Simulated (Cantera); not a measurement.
Input: 1 mol Si₃N₄, 4.3 mol Cl₂, 38 mol H₂, held at 1.60e-5 bar.

Method: chemical equilibrium by Gibbs-energy minimisation in Cantera with the NASA 1993 tables (ideal gas, pure condensed phases). Candidate condensed phases: NH₄Cl, Si, Si₃N₄; 28 gas species. The tables' values for SiCl, SiCl₃, SiN are old estimates; treat these amounts as uncertain. Equilibrium is a limit: real reactors are often held back by kinetics, nucleation or transport.

x: gas mole fraction; n: condensed amount in mol.

| T (°C) | x H₂ | x H | x HCl | x Si | x N₂ | x SiCl₂ | x Cl | n Si(s) |
|---|---|---|---|---|---|---|---|---|
| 1125 | 0.803 | 0.00106 | 0.108 | 4.87e-5 | 0.0451 | 0.0428 | 0.000117 | 1.09 |
| 1175 | 0.802 | 0.00206 | 0.106 | 0.000183 | 0.0451 | 0.0435 | 0.000223 | 1.06 |
| 1225 | 0.801 | 0.00384 | 0.105 | 0.000627 | 0.0450 | 0.0440 | 0.000406 | 1.01 |
| 1275 | 0.798 | 0.00688 | 0.103 | 0.00199 | 0.0449 | 0.0443 | 0.000709 | [?] |
| 1325 | 0.790 | 0.0118 | 0.101 | 0.00584 | 0.0446 | 0.0443 | 0.00119 | [?] |
| 1375 | 0.775 | 0.0196 | 0.0977 | 0.0161 | 0.0439 | 0.0437 | 0.00194 | [?] |
| 1425 | 0.750 | 0.0313 | 0.108 | 0.0263 | 0.0431 | 0.0358 | 0.00351 | 0 |
| 1475 | 0.719 | 0.0484 | 0.121 | 0.0347 | 0.0423 | 0.0260 | 0.00630 | 0 |
| 1525 | 0.683 | 0.0727 | 0.131 | 0.0423 | 0.0413 | 0.0170 | 0.0106 | 0 |
| 1575 | 0.643 | 0.106 | 0.134 | 0.0480 | 0.0401 | 0.00989 | 0.0168 | 0 |
| 1625 | 0.597 | 0.151 | 0.130 | 0.0512 | 0.0388 | 0.00513 | 0.0248 | 0 |

Some entries are withheld; supply them.


- 1275, n Si(s): 0.913
- 1325, n Si(s): 0.704
- 1375, n Si(s): 0.185
